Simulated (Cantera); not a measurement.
An isothermal, constant-pressure homogeneous reactor starts with CH4 : H2O = 1 : 2.4 (molar parts), at 1250 K and 970000 Pa. Integrator tolerance rtol = 1e-08.

Model: GRI-Mech 3.0 (53 species, 325 reactions), integrated in Cantera.

```json
[
 {"quantity": "x(CH4) at 200 s", "before": "0.240 (gas-phase equilibrium 0.00202)", "after": "0.252 (gas-phase equilibrium 0.0104)"},
 {"quantity": "x(H2O) at 200 s", "before": "0.643 (gas-phase equilibrium 0.226)", "after": "0.645 (gas-phase equilibrium 0.238)"},
 {"quantity": "x(CH2O) at 200 s", "before": "2.71e-7 (gas-phase equilibrium 4.03e-7)", "after": "2.53e-7 (gas-phase equilibrium 9.29e-7)"},
 {"quantity": "x(CO) at 200 s", "before": "0.00334 (gas-phase equilibrium 0.148)", "after": "0.00302 (gas-phase equilibrium 0.141)"},
 {"quantity": "x(H2) at 200 s", "before": "0.0885 (gas-phase equilibrium 0.588)", "after": "0.0791 (gas-phase equilibrium 0.573)"},
 {"quantity": "x(CH3) at 200 s", "before": "2.44e-6 (gas-phase equilibrium 7.96e-9)", "after": "1.71e-6 (gas-phase equilibrium 2.65e-8)"},
 {"quantity": "x(HO2) at 200 s", "before": "<1e-12 (gas-phase equilibrium <1e-12)", "after": "<1e-12 (gas-phase equilibrium <1e-12)"}
]
```

Q: Which change was made?
(A) CH4 1 to 0.16 parts
(B) pressure from 970000 Pa to 2400000 Pa
(C) temperature 1250 to 1998 K
(D) temperature 1250 to 1950 K

A: B, pressure from 970000 Pa to 2400000 Pa
